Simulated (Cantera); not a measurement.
A Cantera script and its output.

```python
import numpy as np
import cantera as ct

gas = ct.Solution("gri30.yaml")
gas.TPX = 1225, 490000, {'CO': 1, 'H2': 0.039, 'CH4': 0.16, 'O2': 0.525, 'N2': 1.97}
reactor = ct.IdealGasReactor(gas, energy="on", clone=False)
net = ct.ReactorNet([reactor])
net.rtol, net.atol = 1e-08, 1e-16
show = ['CO', 'H2', 'CH4', 'HCO', 'O', 'OH', 'H']
times = np.geomspace(2e-06, 0.8, 11)

steps = ct.SolutionArray(gas, extra=["t"])
rows = []
print(f"{'t/s':>10s}{'T/K':>9s}{'P/Pa':>11s}" + "".join(f"{s:>11s}" for s in show))
for t in times:
    while net.time < t:
        t_next = net.step()
        steps.append(gas.state, t=t_next)
    rows.append([np.interp(t, steps.t, y) for y in (steps.T, steps.P, *steps(*show).X.T)])
    print(f"{t:10.3e}{rows[-1][0]:9.1f}{rows[-1][1]:11.4g}" + "".join(f"{x:11.3e}" for x in rows[-1][2:]))
rate = np.gradient(steps.T, steps.t)
print("integrator steps:", len(steps.t))
if steps.T.max() > steps.T[0] + 200:
    print(f"time of steepest temperature rise: {steps.t[rate.argmax()]:.4e} s")
gas.TPX = 1225, 490000, {'CO': 1, 'H2': 0.039, 'CH4': 0.16, 'O2': 0.525, 'N2': 1.97}
gas.equilibrate("UV")
print(f"equilibrium (UV): T = {gas.T:.1f} K  " + "  ".join(f"{s} {gas[s].X[0]:.3e}" for s in show))
```

Output:

```
       t/s      T/K       P/Pa         CO         H2        CH4        HCO          O         OH          H
 2.000e-06   1225.0    4.9e+05  2.707e-01  1.056e-02  4.331e-02  2.571e-12  5.890e-09  2.334e-09  3.335e-09
 7.265e-06   1225.0    4.9e+05  2.707e-01  1.056e-02  4.331e-02  4.568e-12  7.173e-09  3.550e-09  5.829e-09
 2.639e-05   1225.0    4.9e+05  2.707e-01  1.056e-02  4.331e-02  1.361e-11  1.263e-08  8.638e-09  1.716e-08
 9.586e-05   1225.2  4.901e+05  2.707e-01  1.055e-02  4.330e-02  1.262e-10  7.440e-08  6.667e-08  1.479e-07
 3.482e-04   1232.7  4.929e+05  2.704e-01  1.049e-02  4.275e-02  3.206e-09  3.836e-07  4.203e-07  8.657e-07
 1.265e-03   3000.4  1.156e+06  1.851e-01  1.401e-02  4.713e-13  9.064e-07  2.510e-03  1.036e-02  5.545e-03
 4.595e-03   2999.1  1.155e+06  1.852e-01  1.404e-02  4.749e-13  9.052e-07  2.486e-03  1.031e-02  5.530e-03
 1.669e-02   2999.1  1.155e+06  1.852e-01  1.404e-02  4.749e-13  9.052e-07  2.486e-03  1.031e-02  5.530e-03
 6.063e-02   2999.1  1.155e+06  1.852e-01  1.404e-02  4.749e-13  9.052e-07  2.486e-03  1.031e-02  5.530e-03
 2.202e-01   2999.1  1.155e+06  1.852e-01  1.404e-02  4.749e-13  9.052e-07  2.486e-03  1.031e-02  5.530e-03
 8.000e-01   2999.1  1.155e+06  1.852e-01  1.404e-02  4.749e-13  9.052e-07  2.486e-03  1.031e-02  5.530e-03
integrator steps: 2072
time of steepest temperature rise: 1.0334e-03 s
equilibrium (UV): T = 2999.1 K  CO 1.852e-01  H2 1.404e-02  CH4 5.863e-13  HCO 9.052e-07  O 2.486e-03  OH 1.031e-02  H 5.530e-03
```

Detailed kinetics in Cantera: GRI-Mech 3.0 (53 species, 325 reactions). Above 3000 K some thermodynamic fits are extrapolated.
